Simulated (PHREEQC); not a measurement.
Solution (20 °C): 0.091 mol/kgw NH4HS and 3e-05 mol/kgw MnCl2. Closed to the air; pH follows from the charge balance.

Computed with PHREEQC (ion-association model, wateq4f.dat).

```
Quantity                  Result
----------------  --------------
pH                          8.20
ionic strength    0.0868 mol/kgw
total alkalinity     91.0 meq/kg
```

```
species  molality  activity   log γ
-------  --------  --------  ------
NH4+       0.0867    0.0686  -0.102
HS-        0.0867    0.0671  -0.111
H2S       0.00429   0.00437   0.009
NH3       0.00428   0.00428   0.000
Cl-       6.00e-5   4.66e-5  -0.110
Mn+2      2.99e-5   1.26e-5  -0.377
S-2       2.27e-6   8.98e-7  -0.402
OH-       1.37e-6   1.06e-6  -0.111
MnOH+     4.21e-8   3.34e-8  -0.100
H+        7.65e-9   6.37e-9  -0.080
MnCl+     3.00e-9   2.38e-9  -0.100
```

Precipitation was switched off in this run. Complexes and solids missing from the database can't appear. The polysulfide entries of wateq4f.dat were taken out for this run.
